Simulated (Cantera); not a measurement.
Cantera run:

```python
import numpy as np
import cantera as ct

gas_names = """
    Cu CuF CuF2 Cu2 F F2 H HF H2 H2F2 H3F3 H4F4 H5F5 H6F6 H7F7 N NF NF2 NF3 NH NH2 NH3 N2 N2H2 N2H4
""".split()
cond_names = """
    Cu(cr) Cu(L) CuF2(s) CuF2(L)
""".split()


# ... load() reads the species with a 1 bar reference pressure and builds the phases ...
atoms = {
    'CuF2': {'Cu': 1, 'F': 2},
    'HF': {'H': 1, 'F': 1},
    'N2': {'N': 2},
}
top_T = {}  # K; cautious upper limits of use, not melting points


# ... equilibrate(T, P, feed) seeds the gas with the atoms and calls Mixture.equilibrate('TP', solver="vcs", rtol=1e-11, max_steps=5000) ...
results = []
feed = {'CuF2': 1, 'HF': 0.052, 'N2': 240}  # mol
P = 1.6  # Pa
for T in [1450, 1550, 1650, 1750, 1850, 1950, 2050, 2150]:
    mix = equilibrate(T, P, feed)
    results.append((T, P, feed, dict(zip(mix.species_names, mix.species_moles))))
    x = sorted(zip(gas.X, gas.species_names), reverse=True)
    print(f"T = {T:g} K  P = {P:g} Pa  gas = {mix.phase_moles(0):.4g} mol")
    print("   x: " + "  ".join(f"{s} {v:.3e}" for v, s in x if v > 0.0001))
    print("   condensed (mol): " + ("  ".join(f"{mix.phase(i).name} {mix.phase_moles(i):.4g}"
          for i in range(1, mix.n_phases) if mix.phase_moles(i) > 1e-12) or "none"))
```

Output:

```
T = 1450 K  P = 1.6 Pa  gas = 242 mol
   x: N2 9.916e-01  F 4.019e-03  CuF 4.007e-03  HF 2.149e-04  CuF2 1.189e-04
   condensed (mol): none
T = 1550 K  P = 1.6 Pa  gas = 242.1 mol
   x: N2 9.915e-01  F 4.169e-03  CuF 4.052e-03  HF 2.148e-04
   condensed (mol): none
T = 1650 K  P = 1.6 Pa  gas = 242.1 mol
   x: N2 9.911e-01  F 4.514e-03  CuF 3.737e-03  Cu 3.889e-04  HF 2.147e-04
   condensed (mol): none
T = 1750 K  P = 1.6 Pa  gas = 242.4 mol
   x: N2 9.901e-01  F 5.541e-03  CuF 2.708e-03  Cu 1.416e-03  HF 2.145e-04
   condensed (mol): none
T = 1850 K  P = 1.6 Pa  gas = 242.7 mol
   x: N2 9.887e-01  F 6.921e-03  Cu 2.801e-03  CuF 1.318e-03  HF 2.141e-04
   condensed (mol): none
T = 1950 K  P = 1.6 Pa  gas = 242.9 mol
   x: N2 9.879e-01  F 7.782e-03  Cu 3.665e-03  CuF 4.510e-04  HF 2.133e-04
   condensed (mol): none
T = 2050 K  P = 1.6 Pa  gas = 243 mol
   x: N2 9.876e-01  F 8.098e-03  Cu 3.979e-03  HF 2.098e-04  CuF 1.364e-04
   condensed (mol): none
T = 2150 K  P = 1.6 Pa  gas = 243 mol
   x: N2 9.875e-01  F 8.205e-03  Cu 4.072e-03  HF 1.948e-04
   condensed (mol): none
```

These are equilibrium values from Cantera (NASA tables, ideal gas, pure condensed phases), not measurements of a reactor.
